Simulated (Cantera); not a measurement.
A jet of H2 : O2 : N2 = 0.013 : 0.11 : 0.79 (molar parts) at 300 K and 24.0 Torr hits a platinum plate 2.8 cm away at a mass flux of 0.13 kg/m²/s; the plate temperature is set and raised in steps from an oxygen-covered start.

Detailed kinetics in Cantera: Deutschmann's 1995 Pt surface mechanism with GRI-Mech 3.0 gas chemistry. Catalytic surfaces can have several steady states; this one follows from the mechanism file's or the stated starting coverage.

One state of this run: wall x H2 = 0.00382; wall x O2 = 0.109; wall x H2O = 0.0200; wall x OH = <1e-8; θ free Pt = 0.100; θ O* = 0.898; θ OH* = 0.00112. x: mole fraction at the wall; θ: surface coverage.

**Question.** Which value of plate T (K) does it belong to?
A. 600
B. 750
C. 500
D. 550

**Answer.** B, 750
